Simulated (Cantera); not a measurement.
Input: 1 mol SiH2Cl2, 7.1 mol H2O, 11 mol H2, 5.5 mol O2, held at 777 °C and 133 Pa.

Cantera equilibrium calculation (NASA polynomials, part measured and part estimated; ideal gas, pure solids and liquids). Candidate condensed phases: H2O, Si, SiO2; 30 gas species. The numbers say what is thermodynamically allowed, not how fast it happens.

What is the equilibrium state?


```json
{
  "x(H2O)": "0.801",
  "x(H2)": "0.0995",
  "x(HCl)": "0.0995",
  "n(SiO2(β-quartz))": "1.00 mol",
  "gas_amount": "20.10 mol",
  "log10 activity of Si(s) (absent)": "-18.82"
}
```
